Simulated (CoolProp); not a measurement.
A single-stage vapour-compression cycle with the fluid: evaporating at 229.15 K (dew point), condensing at 297.15 K (bubble point), superheat 0 K, subcooling 0 K, compressor efficiency 0.85, no pressure losses. The same conditions are run with several fluids, on thermodynamics alone (safety and materials aside).

The numbers come from the reference Helmholtz-energy equation of state of each fluid (CH2F2 (R32): Tillner-Roth 1997; R134a: Tillner-Roth 1994; R404A: Lemmon 2003; n-butane: Bücker 2006; R142b: Lemmon 2006; isobutane: Bücker 2006) in CoolProp. Blends and air are pseudo-pure fits.

Rank CH2F2 (R32), R134a, R404A, n-butane, R142b, isobutane by cooling COP, highest first.

R142b (2.19), n-butane (2.16), isobutane (2.10), R134a (2.07), CH2F2 (R32) (2.05), R404A (1.85)

| fluid | pressure ratio | discharge temperature (K) | refrigerating effect (kJ/kg) | volumetric capacity (kJ/m³) |
|---|---|---|---|---|
| CH2F2 (R32) | 11.2 | 388.4 | 256 | 1090 |
| R134a | 15.6 | 323.8 | 138 | 313 |
| R404A | 11.2 | 317.0 | 106 | 623 |
| n-butane | 17.5 | 312.5 | 267 | 110 |
| R142b | 17.2 | 326.6 | 158 | 161 |
| isobutane | 14.6 | 310.2 | 240 | 173 |
